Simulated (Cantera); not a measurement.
A closed system holds: 1 mol TiO₂, 210 mol H₂, equilibrated at 777 °C and 37.5 Torr.

These are equilibrium values from Cantera (NASA tables, ideal gas, pure condensed phases), not measurements of a reactor. Candidate condensed phases: H₂O, Ti, TiO, TiO₂, Ti₂O₃, Ti₃O₅, Ti₄O₇; 12 gas species. Mutual solubility and eutectic melting of coexisting phases are not modelled. Condensed phases not in the tables: Magnéli phases beyond Ti₄O₇. Kinetics and transport are ignored.

Base state: H₂ 1.000, H₂O 0.000158 (mole fractions); condensed: TiO₂(rutile) + Ti₄O₇(s).

Question: What changes in the equilibrium state with this change: temperature from 777 °C to 1402 °C?

Answer: 
| species | before | after |
|---|---|---|
| H₂ | 1.000 | 0.998 |
| H₂O | 0.000158 | 0.00159 |
| H | 3.63e-8 | 0.000519 |
| TiO₂(rutile), mol | 0.867 | 0 |
| Ti₄O₇(s), mol | 0.0332 | 0 |
| Ti₃O₅(s), mol | 0 | 0.333 |

Question: What changes in the equilibrium state with this change: TiO₂ replaced by SiO₂?

Answer: 
| species | before | after |
|---|---|---|
| H₂ | 1.000 | 1.00 |
| H₂O | 0.000158 | 1.64e-8 |
| TiO₂(rutile), mol | 0.867 | 0 |
| Ti₄O₇(s), mol | 0.0332 | 0 |
| SiO₂(β-quartz), mol | 0 | 1.000 |
Further candidate phases: Si, SiO₂.
